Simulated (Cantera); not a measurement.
An isothermal plug-flow reactor at 1275 K and 750 Torr (inlet), inlet velocity 2 m/s, active area per volume 210 1/m; feed CH4 : O2 : N2 = 0.0028 : 0.13 : 0.79 (molar parts).

Model: Deutschmann's 1995 Pt surface mechanism with GRI-Mech 3.0 gas chemistry, integrated in Cantera. Catalytic surfaces can have several steady states; this one follows from the mechanism file's or the stated starting coverage. Mass transfer to the wall is taken as infinitely fast.

Q: What does this change do: inlet velocity 2 to 6 m/s?

A: 
```json
[
 {"quantity": "x(CH4) at z = 0.0035 m", "before": "0.00240", "after": "0.00282"},
 {"quantity": "x(O2) at z = 0.0035 m", "before": "0.140", "after": "0.140"},
 {"quantity": "x(H2O) at z = 0.0035 m", "before": "0.00121", "after": "0.000428"},
 {"quantity": "x(CO2) at z = 0.0035 m", "before": "0.000587", "after": "0.000207"},
 {"quantity": "x(CO) at z = 0.0035 m", "before": "4.39e-6", "after": "4.84e-6"},
 {"quantity": "θ(free Pt) at the exit", "before": "0.476", "after": "0.476"},
 {"quantity": "θ(O*) at the exit", "before": "0.524", "after": "0.524"}
]
```

Q: What does this change do: temperature 1275 to 948 K?

A: 
```tsv
quantity	before	after
x(CH4) at z = 0.0035 m	0.00240	0.00300
x(O2) at z = 0.0035 m	0.140	0.141
x(H2O) at z = 0.0035 m	0.00121	5.88e-5
x(CO2) at z = 0.0035 m	0.000587	2.84e-5
x(CO) at z = 0.0035 m	4.39e-6	9.52e-7
θ(free Pt) at the exit	0.476	0.132
θ(O*) at the exit	0.524	0.868
```
